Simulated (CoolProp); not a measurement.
Model: reference Helmholtz-energy equation of state, Lemmon 2006, in CoolProp. It is a short technical equation, of lower accuracy than the large ones.

### Question
Give the vapour pressure (bar), liquid cp (kJ/(kg K)), surface tension (mN/m) of saturated nitrous oxide at 236.4, 247.5, 251.1 K.

### Answer
| T (K) | p (bar) | liquid cp (kJ/(kg K)) | surface tension (mN/m) |
|---|---|---|---|
| 236.4 | 10.5 | 1.86 | 12.5 |
| 247.5 | 15.1 | 1.94 | 10.2 |
| 251.1 | 16.9 | 1.97 | 9.52 |

Surface tension comes from a separate correlation (Mulero 2012).
